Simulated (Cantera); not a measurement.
Mixture: CH3OH : O2 : N2 = 1 : 1 : 3.76 (molar parts), at 1050 Torr, adiabatic and at constant pressure. Ignition delay is the time to a rise of 400 K.

Detailed kinetics in Cantera: GRI-Mech 3.0 (53 species, 325 reactions). GRI-Mech 3.0 was tuned for natural gas; its chemistry of methanol as a main component is partial and can be far from experiment.

Q: Predict: delay at 1300 K; delay at 1450 K; delay at 1600 K; delay at 1750 K; delay at 1900 K; apparent activation energy between 1750 and 1900 K.

A: 
```
Item                                                     Value
--------------------------------------------------  ----------
delay at 1300 K                                        1.43 ms
delay at 1450 K                                       0.235 ms
delay at 1600 K                                        60.3 µs
delay at 1750 K                                        21.1 µs
delay at 1900 K                                        9.09 µs
apparent activation energy between 1750 and 1900 K  150 kJ/mol
```
